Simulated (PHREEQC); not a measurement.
Solution (20 °C): 0.0028 mol Pb(NO3)2 and 0.004 mol NaCl per kg of water. Closed to the air; pH follows from the charge balance.

The numbers come from PHREEQC with the ion-association model, wateq4f.dat.

This is a speciation only: nothing precipitates in the calculation.

Q: What pH does the model give?

A: pH 5.23.

Q: In which forms is Cl present?

A: Cl- 95 %, PbCl+ 5.2 % of the Cl.

Complexes and solids missing from the database can't appear.
